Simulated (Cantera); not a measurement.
A jet of 8.20 % CH4, 6.58 % O2, 85.2 % N2 at 300 K and 0.370 bar hits a platinum plate 5.9 cm away at a mass flux of 0.2 kg/m²/s; the plate temperature is set and raised in steps from an oxygen-covered start.

Model: Deutschmann's 1995 Pt surface mechanism with GRI-Mech 3.0 gas chemistry, integrated in Cantera. Catalytic surfaces can have several steady states; this one follows from the mechanism file's or the stated starting coverage.

One state of this run: wall x CH4 = 0.00256; wall x O2 = 0.000671; wall x H2O = 0.0353; wall x OH = <1e-8; wall x CO = 0.0779; wall x CO2 = 0.00443; θ free Pt = 0.869; θ H* = 0.00496; θ CO* = 0.0962; θ C* = 0.0296. x: mole fraction at the wall; θ: surface coverage.

Question: Which value of plate T (K) does it belong to?
(A) 1200
(B) 1100
(C) 1050
(D) 900

Answer: A, 1200
